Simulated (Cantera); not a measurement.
Cantera run, input and output.

```python
import numpy as np
import cantera as ct

gas = ct.Solution("SiF4_NH3_mec.yaml", "gas")
gas.TPX = 1773, 100000, {'NH3': 1, 'N2': 0.11, 'H2': 0.0021}
reactor = ct.IdealGasConstPressureReactor(gas, energy="off", clone=False)
net = ct.ReactorNet([reactor])
net.rtol, net.atol = 1e-08, 1e-18
show = ['NH3', 'H', 'NH2', 'N', 'H2', 'N2H4', 'N2H2']
times = np.geomspace(0.0006, 40, 13)

steps = ct.SolutionArray(gas, extra=["t"])
rows = []
print(f"{'t/s':>10s}{'T/K':>9s}{'P/Pa':>11s}" + "".join(f"{s:>11s}" for s in show))
for t in times:
    while net.time < t:
        t_next = net.step()
        steps.append(gas.state, t=t_next)
    rows.append([np.interp(t, steps.t, y) for y in (steps.T, steps.P, *steps(*show).X.T)])
    print(f"{t:10.3e}{rows[-1][0]:9.1f}{rows[-1][1]:11.4g}" + "".join(f"{x:11.3e}" for x in rows[-1][2:]))
rate = np.gradient(steps.T, steps.t)
print("integrator steps:", len(steps.t))
if steps.T.max() > steps.T[0] + 200:
    print(f"time of steepest temperature rise: {steps.t[rate.argmax()]:.4e} s")
gas.TPX = 1773, 100000, {'NH3': 1, 'N2': 0.11, 'H2': 0.0021}
gas.equilibrate("TP")
print(f"equilibrium (TP): T = {gas.T:.1f} K  " + "  ".join(f"{s} {gas[s].X[0]:.3e}" for s in show))
```

Output:

```
       t/s      T/K       P/Pa        NH3          H        NH2          N         H2       N2H4       N2H2
 6.000e-04   1773.0      1e+05  8.980e-01  4.895e-07  3.461e-04  2.241e-09  2.625e-03  4.487e-07  2.088e-06
 1.514e-03   1773.0      1e+05  8.959e-01  7.520e-07  3.546e-04  3.505e-09  4.284e-03  4.711e-07  2.210e-06
 3.821e-03   1773.0      1e+05  8.906e-01  1.372e-06  3.507e-04  6.350e-09  8.468e-03  4.607e-07  2.183e-06
 9.641e-03   1773.0      1e+05  8.774e-01  2.892e-06  3.422e-04  1.286e-08  1.885e-02  4.388e-07  2.119e-06
 2.433e-02   1773.0      1e+05  8.456e-01  6.537e-06  3.265e-04  2.513e-08  4.397e-02  3.995e-07  1.970e-06
 6.139e-02   1773.0      1e+05  7.730e-01  1.500e-05  3.003e-04  4.111e-08  1.012e-01  3.380e-07  1.663e-06
 1.549e-01   1773.0      1e+05  6.285e-01  3.342e-05  2.569e-04  5.430e-08  2.152e-01  2.474e-07  1.156e-06
 3.909e-01   1773.0      1e+05  4.077e-01  6.845e-05  1.889e-04  6.046e-08  3.894e-01  1.337e-07  5.783e-07
 9.865e-01   1773.0      1e+05  1.863e-01  1.222e-04  1.065e-04  5.587e-08  5.640e-01  4.244e-08  1.780e-07
 2.489e+00   1773.0      1e+05  5.838e-02  1.824e-04  4.225e-05  3.678e-08  6.650e-01  6.678e-09  2.931e-08
 6.282e+00   1773.0      1e+05  1.585e-02  2.221e-04  1.330e-05  1.577e-08  6.985e-01  6.616e-10  3.061e-09
 1.585e+01   1773.0      1e+05  4.846e-03  2.367e-04  4.279e-06  5.638e-09  7.072e-01  6.847e-11  3.235e-10
 4.000e+01   1773.0      1e+05  1.692e-03  2.404e-04  1.513e-06  2.044e-09  7.096e-01  8.556e-12  4.073e-11
integrator steps: 1647
equilibrium (TP): T = 1773.0 K  NH3 9.870e-06  H 2.415e-04  NH2 8.845e-09  N 1.202e-11  H2 7.110e-01  N2H4 2.940e-16  N2H2 1.226e-13
```

Model: the gas-phase N/H chemistry of the illustrative SiF4/NH3 mechanism in the Surface Chemkin manual (1991), integrated in Cantera. Walls and surfaces, which speed up NH3 decomposition in real reactors, are not modelled.
